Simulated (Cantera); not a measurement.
A closed system holds: 1 mol borazine, 0.38 mol O2, 3.7 mol H2O, held at 2250 K and 9.75 Torr.

Method: chemical equilibrium by Gibbs-energy minimisation in Cantera with the NASA 1993 tables (ideal gas, pure condensed phases). Candidate condensed phases: B, BN, B2O3, B3O3H3, H2O; 39 gas species. The feed counts by its element totals alone. Rates play no part.

Base state: H2 0.568, N2 0.147, HBO2 0.0679, B2O3 0.0635, H 0.0491, BO 0.0432, HBO 0.0429, H2O 0.0108 (mole fractions); condensed: gas only.

Q: What changes in the equilibrium state with this change: borazine replaced by BF3?

A: 
```json
[
 {"species": "HF", "before": "0", "after": "0.370"},
 {"species": "H2O", "before": "0.0108", "after": "0.349"},
 {"species": "BOF", "before": "0", "after": "0.110"},
 {"species": "H2", "before": "0.568", "after": "0.0191"},
 {"species": "N2", "before": "0.147", "after": "0"},
 {"species": "O2", "before": "6.68e-8", "after": "0.0615"},
 {"species": "HBO", "before": "0.0429", "after": "2.91e-5"},
 {"species": "BO", "before": "0.0432", "after": "0.000160"},
 {"species": "OH", "before": "0.000140", "after": "0.0247"},
 {"species": "B2O3", "before": "0.0635", "after": "0.000835"},
 {"species": "H", "before": "0.0491", "after": "0.00900"},
 {"species": "HBO2", "before": "0.0679", "after": "0.0443"},
 {"species": "F", "before": "0", "after": "0.000177"},
 {"species": "B2O2", "before": "0.00633", "after": "8.68e-8"}
]
```
